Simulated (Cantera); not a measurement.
# Fe₂O₃ + H₂ (hydrogen reduction and annealing atmospheres)

Charge: 1 mol Fe₂O₃, 300 mol H₂, equilibrated at 1225 K and 7.50 Torr.

These are equilibrium values from Cantera (NASA tables, ideal gas, pure condensed phases), not measurements of a reactor. Candidate condensed phases: Fe, FeO, Fe(OH)₂, Fe(OH)₃, Fe₂O₃, Fe₃O₄, H₂O; 12 gas species. Rates play no part.

- x(H₂): 0.990
- x(H₂O): 0.01000
- x(H): 3.10e-6
- n(Fe(γ)): 2.00 mol
- gas amount: 300.0 mol
- log10 activity of Fe(OH)₂(s) (absent): -10.72
- log10 activity of Fe(OH)₃(s) (absent): -18.53
